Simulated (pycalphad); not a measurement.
Computed with pycalphad from the COST 507 light-alloy database (1999), at 1 atm. These are 1990s assessments: newer ones move some temperatures and phases. Diffusion is slow at the low end, where real alloys seldom reach equilibrium.

Ti-10.65C (at.%): equilibrium cooling sequence

```
T (K)        phases above     phases below
--------  ---------------  ---------------
2484.8             LIQUID  FCC_A1 + LIQUID
1919 ± 6  FCC_A1 + LIQUID  BCC_A2 + FCC_A1
1189.9    BCC_A2 + FCC_A1  FCC_A1 + HCP_A3
```

Changes were sought between steps of 100 K, so a narrower field can be missed.

FCC_A1 is fcc; BCC_A2 is bcc; HCP_A3 is hcp. The fcc model also describes the rock-salt carbide or nitride (TiC, TiN, HfC).
